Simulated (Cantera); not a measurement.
An adiabatic, constant-volume homogeneous reactor starts with CO : H2 : CH4 : O2 : N2 = 1 : 0.068 : 0.14 : 0.866 : 3.26 (molar parts), equivalence ratio 0.94, at 1050 K and 0.310 bar.

Computed with Cantera and GRI-Mech 3.0 (53 species, 325 reactions).

Problem. Predict: time of steepest temperature rise; temperature at 0.300 s; equilibrium temperature; x(CO) at 0.300 s; x(H2) at 0.300 s; x(NO) at 0.300 s; x(H2O2) at 0.300 s.

Solution. 
```
Quantity                                                            Result
---------------------------------  ---------------------------------------
time of steepest temperature rise                                  6.24 ms
temperature at 0.300 s                                              2681 K
equilibrium temperature                                             2681 K
x(CO) at 0.300 s                     0.0778 (gas-phase equilibrium 0.0778)
x(H2) at 0.300 s                   0.00441 (gas-phase equilibrium 0.00441)
x(NO) at 0.300 s                     0.0121 (gas-phase equilibrium 0.0121)
x(H2O2) at 0.300 s                 9.72e-8 (gas-phase equilibrium 9.72e-8)
```
